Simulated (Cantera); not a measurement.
Tantalum, niobium, vanadium and zirconium in process gases: V + N2

A closed system holds: 1 mol V, 3.4 mol N2, at 0.0300 Torr.

Equilibrium computed with Cantera from the NASA thermochemical tables; the gas is ideal and each condensed phase is pure. Candidate condensed phases: V, VN; 4 gas species. VN: taken at fixed stoichiometry. Condensed phases not in the tables: V2N, N, O or C dissolved in the metal. Kinetics and transport are ignored.

```
T (K)  log p N2  log p V  log p N  log p VN  n VN(s)  n V(s)
-----  --------  -------  -------  --------  -------  ------
1648      -4.40    -8.77   -13.92    -13.78    1.000       0
1698      -4.40    -8.11   -13.47    -13.11    0.999       0
1748      -4.40    -7.54   -13.05    -12.54        0   0.998
1798      -4.40    -7.12   -12.65    -12.12        0   0.994
1848      -4.40    -6.72   -12.28    -11.72        0   0.984
1898      -4.40    -6.34   -11.92    -11.35        0   0.961
1948      -4.41    -5.99   -11.58    -10.99        0   0.910
1998      -4.42    -5.65   -11.27    -10.66        0   0.799
2048      -4.45    -5.33   -10.98    -10.36        0   0.549
2098      -4.51    -5.04   -10.71    -10.10        0       0
2148      -4.51    -5.04   -10.44    -10.10        0       0
2198      -4.51    -5.04   -10.17    -10.10        0       0
2248      -4.51    -5.04    -9.92    -10.10        0       0
```
log p: log10 of the partial pressure in bar; n: condensed amount in mol.

From 1648 K to 1698 K the condensed part is VN(s). From 1748 K to 2048 K the condensed part is V(s). From 2098 K to 2248 K nothing is condensed. The main V-bearing gas is V throughout.
